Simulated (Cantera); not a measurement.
## Reactions in the system Ca-Cl-F-H

Cantera with NASA thermochemical tables; ideal gases at 1 bar, condensed phases pure. Values are per mole of reaction as written; species without (g) are pure solids or liquids, kept so even where they would boil at 1 bar.

2 F(g) + Ca(g) → CaF₂

| T (K) | ΔH° (kJ) | ΔS° (J/K) | ΔG° (kJ) | log10 K | condensed phases |
|---|---|---|---|---|---|
| 300 | -1562.5 | -403.8 | -1441.3 | 250.95 | CaF₂(s) |
| 1648 | -1518.6 | -363.4 | -919.7 | 29.15 | CaF₂(s) |
| 1723 | -1485.0 | -343.5 | -893.1 | 27.08 | CaF₂(l) |
| 1798 | -1482.2 | -341.9 | -867.4 | 25.20 | CaF₂(l) |
| 1873 | -1479.4 | -340.4 | -841.8 | 23.48 | CaF₂(l) |
| 1948 | -1476.6 | -338.9 | -816.4 | 21.89 | CaF₂(l) |
| 2023 | -1473.8 | -337.5 | -791.0 | 20.42 | CaF₂(l) |
| 2098 | -1471.0 | -336.1 | -765.7 | 19.06 | CaF₂(l) |
| 2173 | -1468.2 | -334.8 | -740.6 | 17.80 | CaF₂(l) |
| 2248 | -1465.4 | -333.6 | -715.5 | 16.63 | CaF₂(l) |
| 2323 | -1462.7 | -332.4 | -690.5 | 15.53 | CaF₂(l) |

2 HF(g) + CaCl₂ → Ca(g) + 2 HCl(g) + F₂(g)

```csv
T (K),ΔH° (kJ),ΔS° (J/K),ΔG° (kJ),log10 K,condensed phases
300,1334.0,279.2,1250.3,-217.69,CaCl₂(s)
1648,1264.6,206.0,925.2,-29.32,CaCl₂(l)
1723,1261.6,204.2,909.8,-27.58,CaCl₂(l)
1798,1258.7,202.5,894.5,-25.99,CaCl₂(l)
1873,1255.7,200.9,879.4,-24.53,CaCl₂(l)
1948,1252.7,199.3,864.4,-23.18,CaCl₂(l)
2023,1249.8,197.8,849.5,-21.93,CaCl₂(l)
2098,1246.8,196.4,834.7,-20.78,CaCl₂(l)
2173,1243.8,195.0,820.1,-19.71,CaCl₂(l)
2248,1240.8,193.7,805.5,-18.72,CaCl₂(l)
2323,1237.9,192.4,791.0,-17.79,CaCl₂(l)
```
